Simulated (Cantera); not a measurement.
Cantera run:

```python
import numpy as np
import cantera as ct

gas_names = """
    O2 P2
""".split()
cond_names = """
    P4O10(s)
""".split()


def load(file, names, dense=False):
    # The tables refer to 1 bar. Condensed volumes are neglected.
    table = {s.name: s for s in ct.Species.list_from_file(file)}
    out = []
    for n in names:
        d = dict(table[n].input_data)
        d["thermo"] = dict(d["thermo"], **{"reference-pressure": 1e5})
        if dense:
            d["equation-of-state"] = {"model": "constant-volume", "density": "1e6 g/cm^3"}
        out.append(ct.Species.from_dict(d))
    return out


species = {s.name: s for s in load("nasa_gas.yaml", gas_names) + load("nasa_condensed.yaml", cond_names)}
# Each term lists the table entries of one substance; the one whose range holds T is used.
reactions = {
    'P4O10 = 5 O2(g) + 2 P2(g)':
        [(-1, ['P4O10(s)']), (5, ['O2']), (2, ['P2'])],
}


def pick(names, T):
    return next(species[n] for n in names if species[n].thermo.min_temp <= T <= species[n].thermo.max_temp)


results = []
for label, terms in reactions.items():
    print(label)
    print("     T/K   dH/kJ  dS/(J/K)   dG/kJ   log10 K")
    for T in [300, 425, 450, 475, 500, 525, 550, 575, 600, 625, 650]:
        used = [(nu, pick(names, T)) for nu, names in terms]
        dH = sum(nu * s.thermo.h(T) for nu, s in used) / 1e6
        dS = sum(nu * s.thermo.s(T) for nu, s in used) / 1e3
        dG = dH - T * dS / 1e3
        logK = -dG * 1e6 / (ct.gas_constant * T * np.log(10))
        results.append((label, T, dH, dS, dG, logK, [s.name for _, s in used]))
        print(f"{T:8g} {dH:8.1f} {dS:8.1f} {dG:8.1f} {logK:8.2f}")
```

Result:

```
P4O10 = 5 O2(g) + 2 P2(g)
     T/K   dH/kJ  dS/(J/K)   dG/kJ   log10 K
     300   3297.3   1233.2   2927.3  -509.68
     425   3293.9   1224.2   2773.6  -340.88
     450   3292.5   1221.1   2743.0  -318.40
     475   3290.9   1217.6   2712.6  -298.29
     500   3289.1   1214.0   2682.2  -280.20
     525   3287.2   1210.1   2651.9  -263.84
     550   3285.0   1206.1   2621.7  -248.98
     575   3282.6   1201.9   2591.6  -235.42
     600   3280.1   1197.6   2561.6  -223.00
     625   3277.4   1193.2   2531.7  -211.58
     650   3274.6   1188.7   2501.9  -201.05
```

Source: NASA polynomial tables (part measured, part estimated), evaluated in Cantera. Condensed species are held in their standard states even where they would react or evaporate.
